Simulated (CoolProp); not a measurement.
Computed with CoolProp (reference Helmholtz-energy equation of state, Penoncello 2003).

Task: For CHF3 (R23), give the phase and the Z, cv (kJ/(kg K)), Prandtl number at -17.25 °C and 4.02 MPa.

Result: 
- -17.25 °C and 4.02 MPa: liquid; Z 0.113, cv 0.749, Prandtl number 2.04

Viscosity comes from a separate model (Shan 2000). Thermal conductivity comes from a separate model (Shan 2000).
